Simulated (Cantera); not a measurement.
An adiabatic, constant-pressure homogeneous reactor starts with CH3OH : O2 : N2 = 1 : 0.938 : 9.38 (molar parts), at 1323 K and 360 Torr. Integrator tolerance rtol = 1e-08.

Cantera simulation using GRI-Mech 3.0 (53 species, 325 reactions); the numbers are that mechanism's predictions, not measurements. GRI-Mech 3.0 was tuned for natural gas; its chemistry of methanol as a main component is partial and can be far from experiment.

```tsv
quantity	before	after
time of steepest temperature rise	3.70 ms	0.328 ms
temperature at 0.400 s	2117 K	2124 K
equilibrium temperature	2117 K	2124 K
x(CH3OH) at 0.400 s	<1e-12 (gas-phase equilibrium <1e-12)	<1e-12 (gas-phase equilibrium <1e-12)
x(O2) at 0.400 s	8.50e-6 (gas-phase equilibrium 8.48e-6)	5.60e-7 (gas-phase equilibrium 5.60e-7)
x(CH3) at 0.400 s	<1e-12 (gas-phase equilibrium <1e-12)	4.33e-12 (gas-phase equilibrium 4.86e-12)
x(C2H) at 0.400 s	<1e-12 (gas-phase equilibrium <1e-12)	<1e-12 (gas-phase equilibrium <1e-12)
x(HCN) at 0.400 s	2.26e-9 (gas-phase equilibrium 3.03e-9)	5.06e-8 (gas-phase equilibrium 5.06e-8)
x(O) at 0.400 s	6.64e-6 (gas-phase equilibrium 6.62e-6)	4.37e-7 (gas-phase equilibrium 4.37e-7)
x(CH2O) at 0.400 s	3.92e-10 (gas-phase equilibrium 3.92e-10)	6.56e-9 (gas-phase equilibrium 6.56e-9)
```

Q: Name the change that produced these shifts.
(A) constant volume in place of constant pressure
(B) initial temperature 1323 to 1450 K
(C) pressure from 360 Torr to 9750 Torr
(D) pressure from 360 Torr to 6000 Torr

A: D, pressure from 360 Torr to 6000 Torr
